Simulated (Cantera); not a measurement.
An adiabatic, constant-pressure homogeneous reactor starts with CH₄ : H₂ : O₂ : N₂ : CO₂ = 1 : 0.035 : 3.67 : 13.8 : 0.2 (molar parts), at 950 K and 0.987 atm.

Model: GRI-Mech 3.0 (53 species, 325 reactions), integrated in Cantera. Below about 1000 K GRI-Mech 3.0 lacks low-temperature oxidation paths.

**Question.** Predict: time of steepest temperature rise; temperature at 3.00 s; equilibrium temperature; x(H₂) at 3.00 s; x(O₂) at 3.00 s; x(NO₂) at 3.00 s; x(O) at 3.00 s; x(H) at 3.00 s.

**Answer.** 
```
Property                                                               Value
---------------------------------  -----------------------------------------
time of steepest temperature rise                                    0.687 s
temperature at 3.00 s                                                 2070 K
equilibrium temperature                                               2069 K
x(H₂) at 3.00 s                    0.000178 (gas-phase equilibrium 0.000177)
x(O₂) at 3.00 s                        0.0854 (gas-phase equilibrium 0.0851)
x(NO₂) at 3.00 s                     4.91e-6 (gas-phase equilibrium 5.56e-6)
x(O) at 3.00 s                     0.000331 (gas-phase equilibrium 0.000327)
x(H) at 3.00 s                       3.47e-5 (gas-phase equilibrium 3.42e-5)
```
